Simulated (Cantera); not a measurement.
Feed: 1 mol Si, 0.16 mol H₂O, 130 mol N₂, equilibrated at 1823 K and 81.0 Pa.

These are equilibrium values from Cantera (NASA tables, ideal gas, pure condensed phases), not measurements of a reactor. Candidate condensed phases: H₂O, Si, SiO₂, Si₂N₂O, Si₃N₄; 35 gas species. The tables' values for SiN are old estimates; treat these amounts as uncertain. Kinetics and transport are ignored.

Base state: N₂ 0.992, Si 0.00546, SiO 0.00122, H₂ 0.000980, H 0.000476, Si₂N 0.000100, SiN 6.40e-5, Si₂ 3.53e-5 (mole fractions); condensed: Si(l).

Problem. What changes in the equilibrium state with this change: temperature from 1823 K to 1473.15 K?

Solution. 
```csv
species,before,after
N₂,0.992,0.999
H₂,0.000980,0.00123
SiO,0.00122,0.000178
Si,0.00546,7.15e-7
Si₂,3.53e-5,<1e-9
Si₂N,0.000100,4.50e-9
SiN,6.40e-5,2.93e-8
H,0.000476,1.56e-5
"Si(l), mol",0.0767,0
"Si₂N₂O(s), mol",0,0.137
"Si₃N₄(s), mol",0,0.234
```
N₂ is the only nitrogen source here; it is nearly inert below about 1500 K, so the nitride shown seldom forms there in practice. Mutual solubility and eutectic melting of coexisting phases are not modelled.
